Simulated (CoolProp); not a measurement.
Vapour-liquid equilibrium of propane (1) + n-pentane (2) at -53.15 °C; x and y are mole fractions of (1).

Values from CoolProp's multi-fluid Helmholtz-energy mixture model, Lemmon 2009 and Thol 2019; pair parameters Kunz 2012.

```tsv
x	bubble pressure, mixture model (kPa)	bubble pressure, Raoult's law (kPa)	y, mixture model	y, Raoult's law
0.05	5.510	4.048	0.814	0.748
0.15	___	9.999	0.929	0.909
0.25	19.75	15.95	0.957	0.950
0.35	___	21.90	___	0.968
0.45	31.13	27.85	0.979	0.979
0.55	___	33.80	0.984	0.986
0.65	___	39.75	___	0.991
0.75	___	45.70	0.992	0.994
0.85	52.05	51.65	___	0.997
0.95	57.62	57.60	0.999	0.999
```

**Question.** Fill in the missing entries.

**Answer.** 
- 0.15, bubble pressure, mixture model (kPa): 13.18
- 0.35, bubble pressure, mixture model (kPa): 25.64
- 0.35, y, mixture model: 0.970
- 0.55, bubble pressure, mixture model (kPa): 36.40
- 0.65, bubble pressure, mixture model (kPa): 41.57
- 0.65, y, mixture model: 0.989
- 0.75, bubble pressure, mixture model (kPa): 46.75
- 0.85, y, mixture model: 0.996

The largest gap from Raoult's law is +36.1 % in bubble pressure, at x = 0.05. No azeotrope shows between x = 0.05 and 0.95.

The pair parameters rest on a limited set of measurements; away from them the model extrapolates.
